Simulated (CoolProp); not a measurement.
A single-stage vapour-compression cycle with the fluid: evaporating at 266.15 K (dew point), condensing at 311.15 K (bubble point), superheat 0 K, subcooling 8 K, compressor efficiency 0.7, no pressure losses. The same conditions are run with several fluids, on thermodynamics alone (safety and materials aside).

Model: reference Helmholtz-energy equation of state of each fluid (R1336mzz(Z): McLinden 2020; sulfur dioxide: Gao 2016; n-perfluorobutane: Gao 2022; chlorine: Thol 2021; R236EA: Rui 2013; R152A: Outcalt 1996), in CoolProp.

```csv
fluid,cooling COP,pressure ratio,discharge temperature (K),refrigerating effect (kJ/kg),volumetric capacity (kJ/m³)
R1336mzz(Z),3.63,6.84,315.5,138,181
sulfur dioxide,3.62,5.13,412.5,336,1160
n-perfluorobutane,3.11,4.81,311.1,57.6,533
chlorine,3.59,___,405.1,___,2310
R236EA,___,5.53,313.8,126,511
R152A,3.63,4.23,342.0,249,1630
```

Problem. What belongs in the gaps?

Solution. 
- chlorine, pressure ratio: 3.74
- chlorine, refrigerating effect (kJ/kg): 234
- R236EA, cooling COP: 3.55

The compression ends wet for: n-perfluorobutane.
